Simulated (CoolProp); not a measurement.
Computed with CoolProp (reference Helmholtz-energy equation of state, de Reuck 1993).

Task: Give the vapour pressure (MPa), vapour Z, liquid viscosity (µPa s) of saturated methanol at 69.95, 88.55, 144.55 °C.

Result: 
```
T (°C)  p (MPa)  vapour Z  liquid viscosity (µPa s)
------  -------  --------  ------------------------
69.95     0.125     0.942                       306
88.55     0.244     0.920                       250
144.55     1.22     0.809                       145
```

Viscosity comes from a separate model (Xiang 2006).
